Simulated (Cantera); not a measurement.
Feed: 1 mol HMDSO, 3.6 mol H₂O, 36 mol H₂, held at 2123 K and 0.120 Torr.

Equilibrium computed with Cantera from the NASA thermochemical tables; the gas is ideal and each condensed phase is pure. The feed counts by its element totals alone. The numbers say what is thermodynamically allowed, not how fast it happens.

```csv
species,before,after
H₂,0.663,0.873
CO,0.0735,0.0806
H,0.231,0.0392
Si,0.0287,0.00323
SiO,0.000288,0.00388
C₂H,1.06e-5,1.42e-8
SiC₂,0.00204,8.16e-6
C₂H₂ (acetylene),0.00110,2.97e-5
Si₂C,0.000412,4.40e-5
Si₂,1.06e-5,1.85e-6
SiH,0.000153,3.80e-5
"C(graphite), mol",0.999,0
"SiC(s), mol",0,1.60
```
Gas species are given as mole fractions.

Problem. Name the change that produced these shifts.
A. H₂O from 3.6 to 0.76 mol
B. temperature from 2123 K to 1848.15 K
C. temperature from 2123 K to 723.15 K
D. temperature from 2123 K to 1750 K

Solution. B, temperature from 2123 K to 1848.15 K
